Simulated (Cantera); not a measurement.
Feed: 1 mol TEOS, 1.6 mol CO₂, 0.54 mol H₂, equilibrated at 327 °C and 1.10 mbar.

These are equilibrium values from Cantera (NASA tables, ideal gas, pure condensed phases), not measurements of a reactor. Candidate condensed phases: C, C₆H₆, C₇H₈, C₈H₁₈, H₂O, Si, SiC, SiO₂; 123 gas species. The feed counts by its element totals alone. The numbers say what is thermodynamically allowed, not how fast it happens.

Base state: H₂ 0.631, H₂O 0.194, CO₂ 0.120, CH₄ 0.0413, CO 0.0137 (mole fractions); condensed: C(graphite) + SiO₂(α-quartz).

### Question
What changes in the equilibrium state with this change: CO₂ from 1.6 to 0.23 mol?

### Answer
| species | before | after |
|---|---|---|
| H₂ | 0.631 | 0.750 |
| H₂O | 0.194 | 0.139 |
| CH₄ | 0.0413 | 0.0584 |
| CO₂ | 0.120 | 0.0436 |
| CO | 0.0137 | 0.00829 |
| C(graphite), mol | 7.57 | 7.08 |
| SiO₂(α-quartz), mol | 1.00 | 1.00 |
